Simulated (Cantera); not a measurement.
Charge: 1 mol Si, 3 mol HF, 53 mol N2, at 0.790 bar.

These are equilibrium values from Cantera (NASA tables, ideal gas, pure condensed phases), not measurements of a reactor. Candidate condensed phases: Si, Si3N4; 37 gas species. N2 is the only nitrogen source here; it is nearly inert below about 1500 K, so the nitride shown seldom forms there in practice. Rates play no part. All values below are at 1023 K.

Base state: N2 0.959, H2 0.0272, SiF4 0.0136, HF 9.16e-5, SiHF3 1.26e-5 (mole fractions); condensed: Si3N4(s).

Problem. What changes in the equilibrium state with this change: N2 from 53 to 0.15 mol?

Solution. 
```csv
species,before,after
H2,0.0272,0.654
SiF4,0.0136,0.311
SiHF3,1.26e-5,0.0327
N2,0.959,<1e-9
SiH2F2,6.10e-9,0.00180
SiH3F,<1e-9,2.34e-5
SiF3,7.33e-7,0.000389
HF,9.16e-5,1.94e-5
"Si3N4(s), mol",0.0837,0.0750
"Si(s), mol",0,0.00451
```
Mutual solubility and eutectic melting of coexisting phases are not modelled. The tables' values for SiF3 are old estimates; treat these amounts as uncertain.
